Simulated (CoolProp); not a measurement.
A single-stage vapour-compression cycle with R115: evaporating at 252.15 K (dew point), condensing at 275.15 K (bubble point), superheat 2 K, subcooling 2 K, compressor efficiency 0.7, no pressure losses. Each further row changes one setting.

Model: reference Helmholtz-energy equation of state, Lemmon 2016, in CoolProp.

```tsv
case	cooling COP	pressure ratio	discharge temperature (K)	refrigerating effect (kJ/kg)	volumetric capacity (kJ/m³)
as stated	6.85	2.19	279.7	98.5	1660
evaporating temperature 257.15 K	9.15	1.82	279.0	101	2030
condensing temperature 270.15 K	9.02	1.87	274.4	104	1740
subcooling 7 K	7.20	2.19	279.7	104	1740
superheat 12 K	6.96	2.19	289.9	105	1690
compressor efficiency 0.6	5.87	2.19	282.9	98.5	1660
```
